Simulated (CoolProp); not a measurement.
A single-stage vapour-compression cycle with the fluid: evaporating at 308.15 K (dew point), condensing at 373.15 K (bubble point), superheat 8 K, subcooling 8 K, compressor efficiency 0.7, no pressure losses. The same conditions are run with several fluids, on thermodynamics alone (safety and materials aside).

Values from CoolProp's reference Helmholtz-energy equation of state of each fluid (dimethyl carbonate: Zhou 2011; n-perfluoropentane: Gao 2022; n-perfluorobutane: Gao 2022; R236FA: Pan 2012; neopentane: Lemmon 2006; isohexane: Lemmon 2006).

Problem. Rank dimethyl carbonate, n-perfluoropentane, n-perfluorobutane, R236FA, neopentane, isohexane by cooling COP, highest first.

Solution. dimethyl carbonate (2.85), isohexane (2.53), neopentane (2.25), R236FA (2.05), n-perfluoropentane (1.63), n-perfluorobutane (1.16)

| fluid | pressure ratio | discharge temperature (K) | refrigerating effect (kJ/kg) | volumetric capacity (kJ/m³) |
|---|---|---|---|---|
| dimethyl carbonate | 11.6 | 400.8 | 314 | 129 |
| n-perfluoropentane | 6.20 | 373.2 | 31.2 | 452 |
| n-perfluorobutane | 4.87 | 373.2 | 20.8 | 770 |
| R236FA | 5.16 | 377.9 | 69.5 | 1680 |
| neopentane | 4.80 | 373.2 | 163 | 1130 |
| isohexane | 7.34 | 373.2 | 216 | 305 |

The compression ends wet for: n-perfluoropentane; n-perfluorobutane; neopentane; isohexane.
